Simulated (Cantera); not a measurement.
## Thermodynamics of boron, boron nitride and boron oxide, feed B + O2 + H2

Feed: 1 mol B, 0.085 mol O2, 19 mol H2, held at 6.10 mbar.

Cantera equilibrium calculation (NASA polynomials, part measured and part estimated; ideal gas, pure solids and liquids). Candidate condensed phases: B, B2O3, B3O3H3, H2O; 23 gas species. Mutual solubility and eutectic melting of coexisting phases are not modelled. The tables' values for BH2 are old estimates; treat these amounts as uncertain. Kinetics and transport are ignored.

From 1150 K to 1300 K the condensed part is B(s) + B2O3(l). From 1375 K to 2050 K the condensed part is B(s). The main B-bearing gas is B3O3H3 at 1150 K and HBO at 2050 K. The share of B in condensed phases is highest at 1150 K (96.4 %) and lowest at 2050 K (81.7 %).

```
T (K)  log p H2  log p H  log p HBO  log p BO  log p BH2  log p B3O3H3  log p B2O2  n B(s)  n B2O3(l)
-----  --------  -------  ---------  --------  ---------  ------------  ----------  ------  ---------
1150      -2.22    -8.23      -5.73    -10.06      -9.28         -5.49       -7.83   0.875     0.0447
1225      -2.22    -7.61      -5.15     -8.93      -8.74         -5.48       -6.82   0.869     0.0386
1300      -2.22    -7.06      -4.65     -7.94      -8.26         -5.48       -5.93   0.851     0.0192
1375      -2.22    -6.57      -4.37     -7.23      -7.84         -6.00       -5.49   0.833          0
1450      -2.22    -6.13      -4.33     -6.80      -7.46         -7.08       -5.51   0.831          0
1525      -2.22    -5.74      -4.32     -6.43      -7.11         -8.13       -5.58   0.831          0
1600      -2.22    -5.37      -4.31     -6.11      -6.80         -9.09       -5.64   0.830          0
1675      -2.22    -5.04      -4.31     -5.82      -6.52         -9.97       -5.72   0.829          0
1750      -2.22    -4.74      -4.32     -5.57      -6.26        -10.80       -5.79   0.828          0
1825      -2.22    -4.47      -4.33     -5.34      -6.03        -11.58       -5.88   0.827          0
1900      -2.22    -4.21      -4.35     -5.14      -5.82        -12.33       -5.98   0.825          0
1975      -2.23    -3.98      -4.39     -4.96      -5.62        -13.06       -6.09   0.822          0
2050      -2.23    -3.76      -4.43     -4.82      -5.44        -13.78       -6.23   0.817          0
```
log p: log10 of the partial pressure in bar; n: condensed amount in mol.
